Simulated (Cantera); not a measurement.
Feed: 1 mol TEOS, 2.7 mol NO, 1.5 mol N2, equilibrated at 1148 K and 210 Torr.

Cantera equilibrium calculation (NASA polynomials, part measured and part estimated; ideal gas, pure solids and liquids). The feed counts by its element totals alone. The tables hold silica as quartz up to 1696 K and as liquid above; real silica turns to tridymite and cristobalite and melts near 1996 K. The numbers say what is thermodynamically allowed, not how fast it happens.

```json
[
 {"species": "H2", "before": "0.566", "after": "0.728"},
 {"species": "CO", "before": "0.266", "after": "0.153"},
 {"species": "N2", "before": "0.163", "after": "0.114"},
 {"species": "CO2", "before": "0.000803", "after": "0.000265"},
 {"species": "CH4", "before": "0.00214", "after": "0.00353"},
 {"species": "H2O", "before": "0.00202", "after": "0.00150"},
 {"species": "NH3", "before": "1.19e-5", "after": "1.45e-5"},
 {"species": "HCN", "before": "1.24e-5", "after": "1.18e-5"},
 {"species": "C(graphite), mol", "before": "3.31", "after": "5.88"},
 {"species": "SiO2(β-quartz), mol", "before": "1.00", "after": "1.00"}
]
```
Gas species are given as mole fractions.

Q: What was changed between the two runs?
(A) temperature from 1148 K to 648.15 K
(B) NO from 2.7 to 0.1 mol
(C) temperature from 1148 K to 975 K
(D) temperature from 1148 K to 1273 K

A: B, NO from 2.7 to 0.1 mol
